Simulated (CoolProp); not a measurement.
Computed with CoolProp (reference Helmholtz-energy equation of state, Lemmon 2022).

### Question
For R1234yf, give the phase and the Z, cp (kJ/(kg K)), speed of sound (m/s), Joule-Thomson coefficient (K/MPa) at 136.85 °C and 31200 kPa; 136.85 °C and 33800 kPa.

### Answer
- 136.85 °C and 31200 kPa: supercritical; Z 1.06, cp 1.40, speed of sound 463, Joule-Thomson coefficient -0.0728
- 136.85 °C and 33800 kPa: supercritical; Z 1.14, cp 1.39, speed of sound 482, Joule-Thomson coefficient -0.109
